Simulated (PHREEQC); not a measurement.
Solution (25 °C): 0.0032 mol/kgw Pb(NO3)2 and 0.041 mol/kgw MgSO4. Closed to the air; pH follows from the charge balance.

Computed with PHREEQC (ion-association model, phreeqc.dat).

| Property | Result |
|---|---|
| pH | 5.65 |
| ionic strength | 0.0947 mol/kgw |
| specific conductance | 4590 µS/cm |
| density | 1.003 g/cm³ |

| species | molality | activity | log γ |
|---|---|---|---|
| Mg+2 | 0.0233 | 0.00963 | -0.384 |
| SO4-2 | 0.0211 | 0.00800 | -0.421 |
| MgSO4 | 0.0177 | 0.0181 | 0.009 |
| NO3- | 0.00636 | 0.00482 | -0.120 |
| PbSO4 | 0.00184 | 0.00188 | 0.009 |
| Pb+2 | 0.00111 | 0.000418 | -0.422 |
| Pb(SO4)2-2 | 0.000209 | 7.90e-5 | -0.422 |
| PbNO3+ | 3.81e-5 | 2.99e-5 | -0.106 |
| PbOH+ | 4.62e-6 | 3.62e-6 | -0.106 |
| H+ | 2.72e-6 | 2.25e-6 | -0.082 |
| HSO4- | 2.23e-6 | 1.75e-6 | -0.106 |
| Pb2OH+3 | 3.02e-7 | 3.40e-8 | -0.950 |
| MgOH+ | 1.93e-8 | 1.55e-8 | -0.095 |

Precipitation was switched off in this run. Examples of supersaturated solids here: Anglesite. Others may be too.
